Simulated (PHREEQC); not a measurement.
Dissolve 0.0055 mol/kgw Cu(BF4)2, 0.017 mol/kgw HBF4 and 0.0019 mol/kgw KCl at 25 °C. It is in equilibrium with CO2 at log p = -3.5 (atm). Otherwise closed; pH follows from the charge balance.

The numbers come from PHREEQC with the ion-association model, phreeqc.dat.

Each row changes one thing in this solution. This is a speciation only: nothing precipitates in the calculation.

```json
[
 {"case": "as made", "pH": "1.86", "ionic strength (mol/kgw)": "0.0341", "BF4- (mol/kgw)": "0.0249", "HF (mol/kgw)": "0.00803", "H3BO3 (mol/kgw)": "0.00176", "BF3OH- (mol/kgw)": "0.00113", "SI of Sylvite (KCl)": "-6.50"},
 {"case": "Cu(BF4)2 from 0.0055 to 0.00825 mol/kgw", "pH": "1.87", "ionic strength (mol/kgw)": "0.0423", "BF4- (mol/kgw)": "0.0302", "HF (mol/kgw)": "0.00832", "H3BO3 (mol/kgw)": "0.00179", "BF3OH- (mol/kgw)": "0.00132", "SI of Sylvite (KCl)": "-6.52"},
 {"case": "diluted 100-fold with water", "pH": "3.29", "ionic strength (mol/kgw)": "0.000712", "BF4- (mol/kgw)": "1.04e-6", "HF (mol/kgw)": "0.000473", "H3BO3 (mol/kgw)": "0.000276", "BF3OH- (mol/kgw)": "8.12e-7", "SI of Sylvite (KCl)": "-10.37"},
 {"case": "Cu(BF4)2 from 0.0055 to 0.011 mol/kgw", "pH": "1.87", "ionic strength (mol/kgw)": "0.0505", "BF4- (mol/kgw)": "0.0355", "HF (mol/kgw)": "0.00858", "H3BO3 (mol/kgw)": "0.00180", "BF3OH- (mol/kgw)": "0.00150", "SI of Sylvite (KCl)": "-6.53"},
 {"case": "temperature from 25 to 60 °C", "pH": "1.91", "ionic strength (mol/kgw)": "0.0326", "BF4- (mol/kgw)": "0.0232", "HF (mol/kgw)": "0.0141", "H3BO3 (mol/kgw)": "0.00315", "BF3OH- (mol/kgw)": "0.00122", "SI of Sylvite (KCl)": "-6.67"},
 {"case": "KCl from 0.0019 to 0.00019 mol/kgw", "pH": "1.86", "ionic strength (mol/kgw)": "0.0324", "BF4- (mol/kgw)": "0.0249", "HF (mol/kgw)": "0.00804", "H3BO3 (mol/kgw)": "0.00176", "BF3OH- (mol/kgw)": "0.00113", "SI of Sylvite (KCl)": "-8.50"}
]
```

At this temperature some constants are extrapolated from 25 °C, and those without enthalpy data are left unchanged. Real BF4- forms and hydrolyses slowly; the run takes it at equilibrium.
